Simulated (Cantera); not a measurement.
A freely propagating, adiabatic, planar premixed flame of H2 : O2 : N2 = 1 : 0.877 : 3.3 (molar parts), equivalence ratio 0.57, unburnt at 450 K and 400000 Pa; mixture-averaged transport, grid criteria slope 0.08 and curve 0.16, no radiation.

Detailed kinetics in Cantera: the H2/O2 subset of GRI-Mech 3.0, which has no nitrogen chemistry. The hydrogen kinetics of GRI-Mech 3.0 are dated; newer H2 mechanisms differ, most at raised pressure. Burning velocities carry a grid error of a few per cent, more on coarse grids. Lean hydrogen flames are cellular in practice and burn faster than this planar one.

Predict: laminar burning velocity; thermal thickness; peak x(OH); peak x(H); peak x(O); peak x(HO2).


| Property | Value |
|---|---|
| laminar burning velocity | 94.1 cm/s |
| thermal thickness | 0.0943 mm |
| peak x(OH) | 0.00545 |
| peak x(H) | 0.00272 |
| peak x(O) | 0.00291 |
| peak x(HO2) | 0.000622 |
